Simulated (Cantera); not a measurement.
An isothermal, constant-pressure homogeneous reactor starts with NO : N2 = 1 : 4.6 (molar parts), at 1825 K and 75.0 Torr. Integrator tolerance rtol = 1e-08.

Cantera simulation using GRI-Mech 3.0 (53 species, 325 reactions); the numbers are that mechanism's predictions, not measurements.

Task: What does this change do: temperature 1825 to 1975 K?

Result: 
```json
[
 {"quantity": "x(NO) at 300 s", "before": "0.00563 (gas-phase equilibrium 0.00315)", "after": "0.00494 (gas-phase equilibrium 0.00494)"},
 {"quantity": "x(NO2) at 300 s", "before": "2.72e-6 (gas-phase equilibrium 1.53e-6)", "after": "1.80e-6 (gas-phase equilibrium 1.80e-6)"},
 {"quantity": "x(O2) at 300 s", "before": "0.0864 (gas-phase equilibrium 0.0876)", "after": "0.0865 (gas-phase equilibrium 0.0865)"},
 {"quantity": "x(N2) at 300 s", "before": "0.908 (gas-phase equilibrium 0.909)", "after": "0.908 (gas-phase equilibrium 0.908)"},
 {"quantity": "x(N2O) at 300 s", "before": "6.87e-8 (gas-phase equilibrium 6.13e-8)", "after": "9.45e-8 (gas-phase equilibrium 9.45e-8)"}
]
```
